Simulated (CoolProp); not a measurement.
Octamethyltrisiloxane (MDM) along the isobar 1860 kPa: density (kg/m³) from the reference equation and from simpler models built on Tc = 292.2 °C, pc = 1438 kPa, ω = 0.528; each cubic takes its own stable root.

Computed with CoolProp (reference Helmholtz-energy equation of state, Thol 2017).

```csv
T (°C),phase,reference
-57.55,liquid,897.9
-46.25,liquid,887.0
-34.95,liquid,876.1
-23.65,liquid,865.2
-12.35,liquid,854.3
-1.05,liquid,843.3
10.25,liquid,832.3
21.55,liquid,821.3
32.85,liquid,810.1
```

**Question.** How far does each simpler model (Redlich-Kwong, Soave-Redlich-Kwong, Peng-Robinson) lie from the reference over these 9 states: mean and median of the absolute difference, and the worst?

**Answer.** 
- Redlich-Kwong: mean 15.2 %, median 15.1 %, worst -16.1 % at -57.55 °C and 1860 kPa
- Soave-Redlich-Kwong: mean 11.8 %, median 11.8 %, worst -13.7 % at -57.55 °C and 1860 kPa
- Peng-Robinson: mean 1.5 %, median 1.1 %, worst -3.4 % at -57.55 °C and 1860 kPa
